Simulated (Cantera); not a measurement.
Charge: 1 mol SiHCl3, 0.025 mol Cl2, 7.2 mol H2, at 1000 K and 630 Pa.

These are equilibrium values from Cantera (NASA tables, ideal gas, pure condensed phases), not measurements of a reactor. The tables' values for SiCl3 are old estimates; treat these amounts as uncertain. Equilibrium is a limit: real reactors are often held back by kinetics, nucleation or transport.

| species | before | after |
|---|---|---|
| H2 | 0.878 | 0.891 |
| SiCl4 | 0.0682 | 0.0588 |
| SiHCl3 | 0.0115 | 0.0369 |
| HCl | 0.0366 | 0.01000 |
| SiH3Cl | 9.82e-7 | 4.32e-5 |
| SiCl2 | 0.00259 | 0.000191 |
| SiH2Cl2 | 0.000211 | 0.00250 |
| SiCl3 | 0.00270 | 0.000680 |
| Si(s), mol | 0.273 | 0.168 |
Gas species are given as mole fractions.

Q: Name the change that produced these shifts.
(A) pressure from 630 Pa to 100000 Pa
(B) temperature from 1000 K to 1573 K
(C) H2 from 7.2 to 72 mol
(D) temperature from 1000 K to 1723.15 K

A: A, pressure from 630 Pa to 100000 Pa
